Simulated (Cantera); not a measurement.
## Ammonia decomposition in nitride growth gas

An isothermal, constant-pressure homogeneous reactor starts with 90.1 % NH₃, 9.91 % N₂, at 1773 K and 2670 Pa.

Detailed kinetics in Cantera: the gas-phase N/H chemistry of the illustrative SiF4/NH3 mechanism in the Surface Chemkin manual (1991). Walls and surfaces, which speed up NH3 decomposition in real reactors, are not modelled.

```json
[
 {"t (s)": "0.000600", "x NH₃": "0.901", "x H": "4.63e-8", "x NH₂": "1.85e-5", "x N": "<1e-12", "x H₂": "9.27e-6", "x N₂H₄": "3.25e-11", "x N₂H₂": "3.03e-9"},
 {"t (s)": "0.00151", "x NH₃": "0.901", "x H": "4.77e-8", "x NH₂": "4.68e-5", "x N": "9.53e-12", "x H₂": "2.37e-5", "x N₂H₄": "2.14e-10", "x N₂H₂": "2.64e-8"},
 {"t (s)": "0.00382", "x NH₃": "0.901", "x H": "5.79e-8", "x NH₂": "0.000117", "x N": "9.67e-11", "x H₂": "6.42e-5", "x N₂H₄": "1.37e-9", "x N₂H₂": "2.01e-7"},
 {"t (s)": "0.00964", "x NH₃": "0.900", "x H": "1.33e-7", "x NH₂": "0.000284", "x N": "5.18e-10", "x H₂": "0.000237", "x N₂H₄": "8.05e-9", "x N₂H₂": "1.34e-6"},
 {"t (s)": "0.0243", "x NH₃": "0.899", "x H": "5.34e-7", "x NH₂": "0.000506", "x N": "2.90e-9", "x H₂": "0.00138", "x N₂H₄": "2.56e-8", "x N₂H₂": "4.48e-6"},
 {"t (s)": "0.0614", "x NH₃": "0.893", "x H": "1.57e-6", "x NH₂": "0.000538", "x N": "9.14e-9", "x H₂": "0.00568", "x N₂H₄": "2.89e-8", "x N₂H₂": "5.19e-6"},
 {"t (s)": "0.155", "x NH₃": "0.879", "x H": "4.02e-6", "x NH₂": "0.000523", "x N": "2.44e-8", "x H₂": "0.0167", "x N₂H₄": "2.73e-8", "x N₂H₂": "5.07e-6"},
 {"t (s)": "0.391", "x NH₃": "0.845", "x H": "9.86e-6", "x NH₂": "0.000493", "x N": "5.81e-8", "x H₂": "0.0434", "x N₂H₄": "2.43e-8", "x N₂H₂": "4.74e-6"},
 {"t (s)": "0.986", "x NH₃": "0.768", "x H": "2.34e-5", "x NH₂": "0.000447", "x N": "1.10e-7", "x H₂": "0.105", "x N₂H₄": "1.99e-8", "x N₂H₂": "4.01e-6"},
 {"t (s)": "2.49", "x NH₃": "0.612", "x H": "5.30e-5", "x NH₂": "0.000375", "x N": "1.61e-7", "x H₂": "0.227", "x N₂H₄": "1.41e-8", "x N₂H₂": "2.76e-6"},
 {"t (s)": "6.28", "x NH₃": "0.378", "x H": "0.000111", "x NH₂": "0.000268", "x N": "1.92e-7", "x H₂": "0.412", "x N₂H₄": "7.16e-9", "x N₂H₂": "1.34e-6"},
 {"t (s)": "15.9", "x NH₃": "0.151", "x H": "0.000209", "x NH₂": "0.000141", "x N": "1.95e-7", "x H₂": "0.591", "x N₂H₄": "1.99e-9", "x N₂H₂": "3.82e-7"},
 {"t (s)": "40.0", "x NH₃": "0.0305", "x H": "0.000389", "x NH₂": "4.57e-5", "x N": "1.70e-7", "x H₂": "0.686", "x N₂H₄": "2.08e-10", "x N₂H₂": "4.86e-8"}
]
```
x: mole fraction; the columns are a selection and need not sum to one.

Equilibrium at this temperature and pressure: NH₃ 2.62e-7, H 0.00148, NH₂ 1.44e-9, N 7.36e-11, H₂ 0.710, N₂H₄ <1e-12, N₂H₂ <1e-12 (gas phase only).
